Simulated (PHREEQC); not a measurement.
A PHREEQC input (ion-association model, phreeqc.dat):

```
SOLUTION 1
  temp 25
  units mol/kgw
  pH 7.74
  pe 10.7
  Na 30.2
  K 0.0935
  Ca 30.1
  Mg 16.5
  Cl 24.7
  S(6) 23.1 as SO4
  Alkalinity 185 as HCO3
  Cd 0.463
  B 0.531
  Br 0.0412
  Ba 1.64
END
USE solution 1
EQUILIBRIUM_PHASES 1
  Gypsum 0 0
  CO2(g) -2 10
END
```

It stops with these messages:

```
WARNING: Maximum iterations exceeded, 100
WARNING: Maximum iterations exceeded, 100
WARNING: The program has failed to converge to a numerical solution.
ERROR:           Alkalinity has not converged. Total: 1.850000e+02	Calculated: 1.786191e-02	Residual: 1.849821e+02
ERROR: Is non-carbonate alkalinity greater than total alkalinity?
ERROR:                   Br has not converged. Total: 4.120000e-02	Calculated: 4.113409e-02	Residual: 6.591364e-05
ERROR:                   Ca has not converged. Total: 3.010000e+01	Calculated: 3.010002e+01	Residual: -1.682148e-05
ERROR:                   Cd has not converged. Total: 4.630000e-01	Calculated: 3.169982e-03	Residual: 4.598300e-01
ERROR:                   Cl has not converged. Total: 2.470000e+01	Calculated: 5.089852e+00	Residual: 1.961015e+01
ERROR:                   Mg has not converged. Total: 1.650000e+01	Calculated: 1.651784e+01	Residual: -1.784419e-02
ERROR:                 S(6) has not converged. Total: 2.310000e+01	Calculated: 4.849055e-01	Residual: 2.261509e+01
ERROR:               A(H2O) Activity of water has not converged. 	Residual: 4.315729e-01
ERROR: Model failed to converge for initial solution  1.
```

### Question
Find the cause and the fix.

### Answer
The fault: the units line changed with the numbers kept. The line should read `units mg/L` where the input has `units mol/kgw`. With the mend the run ends at pH 7.26 and ionic strength 0.00569 mol/kgw.
